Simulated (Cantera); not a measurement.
Feed: 1 mol B2O3, 12 mol H2, 4.3 mol N2, held at 2125 °C and 0.133 bar.

These are equilibrium values from Cantera (NASA tables, ideal gas, pure condensed phases), not measurements of a reactor. Kinetics and transport are ignored.

```csv
species,before,after
H,0.0339,0.472
H2,0.618,0.242
N2,0.242,0.179
B2O3,0.0149,0.00131
HBO,0.0302,0.00310
BO,0.0173,0.0630
HBO2,0.0301,0.0101
H2O,0.0108,0.0139
O2,2.91e-8,0.000154
O,4.02e-6,0.00649
NO,3.94e-6,0.000247
OH,0.000109,0.00497
B2O2,0.00245,6.61e-5
BO2,0.000365,0.00436
```
Gas species are given as mole fractions.

What was changed between the two runs?
A) temperature from 2125 °C to 1100 °C
B) temperature from 2125 °C to 850 °C
C) pressure from 0.133 bar to 27.0 Pa
D) H2 from 12 to 43 mol

C, pressure from 0.133 bar to 27.0 Pa
